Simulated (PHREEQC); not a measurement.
## Acid rinse or clean with single salt, acid or base: an equilibrium model

Solution A (0.072 mol/kgw HF and 0.0018 mol/kgw KCl) is mixed with solution B (8.4 mmol/kgw (NH4)2CO3) at 25 °C; shares are by mass of water, 1 kg in all. Oxygen is held at 0.21 atm. CO2 from the air is kept out. Nothing may precipitate in this run.

All values are PHREEQC results (ion-association model, wateq4f.dat), not measurements.

Task: Predict pH, HCO3- (mol/kgw), CO2 (mol/kgw) at share of solution B = 0.1, 0.2, 0.5, 0.8.

Result: 
```csv
share of solution B,pH,HCO3- (mol/kgw),CO2 (mol/kgw)
0.1,2.28,7.77e-8,0.000840
0.2,2.37,1.93e-7,0.00168
0.5,2.76,1.19e-6,0.00420
0.8,4.29,6.44e-5,0.00665
```

Species that the database lacks are ignored. wateq4f.dat counts part of the HF as a dimer, H2F2, which phreeqc.dat doesn't know; its constant is uncertain.
